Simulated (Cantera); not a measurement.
**Thermodynamics of calcination and drying, feed CsOH + O2 + H2**

A closed system holds: 1 mol CsOH, 0.034 mol O2, 0.098 mol H2, held at 21000 Pa.

Equilibrium computed with Cantera from the NASA thermochemical tables; the gas is ideal and each condensed phase is pure. Candidate condensed phases: Cs, CsOH, H2O; 15 gas species. Kinetics and transport are ignored.

```tsv
T (°C)	log p CsOH	log p H2O	log p H2	log p Cs2(OH)2	log p Cs	log p Cs2	log p H	log p OH	n CsOH(l)
550	-2.77	-0.84	-1.20	-2.84	-6.40	<-12	-11.73	<-12	0.998
650	-1.88	-0.88	-1.23	-2.24	-4.88	-10.73	-10.23	<-12	0.987
750	-1.18	-1.05	-1.41	-1.80	-3.61	-8.45	-9.09	-11.31	0.924
850	-0.77	-1.77	-2.33	-1.78	-2.55	-6.55	-8.53	-10.27	0
950	-0.75	-1.74	-2.48	-2.38	-2.30	-6.25	-7.76	-9.07	0
1050	-0.75	-1.70	-2.66	-2.94	-2.16	-6.12	-7.13	-8.01	0
1150	-0.75	-1.67	-2.88	-3.43	-2.07	-6.09	-6.62	-7.07	0
```
log p: log10 of the partial pressure in bar; n: condensed amount in mol.

From 550 °C to 750 °C the condensed part is CsOH(l). From 850 °C to 1150 °C nothing is condensed. The main Cs-bearing gas is Cs2(OH)2 at 550 °C and CsOH at 1150 °C.
